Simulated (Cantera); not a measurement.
**Ignition delay**

Mixture: 7.05 % CH4, 19.6 % O2, 73.3 % N2, equivalence ratio 0.72, at 0.510 bar, adiabatic and at constant pressure. Ignition delay is the time to a rise of 400 K.

Model: GRI-Mech 3.0 (53 species, 325 reactions), integrated in Cantera.

```
T0 (K)  delay (ms)
------  ----------
1300          16.5
1375          6.50
1450          2.86
1525          1.40
1600         0.758
1675         0.441
1750         0.272
1825         0.176
1900         0.118
1975        0.0823
```

The apparent activation energy between 1825 and 1975 K comes out as 150 kJ/mol.
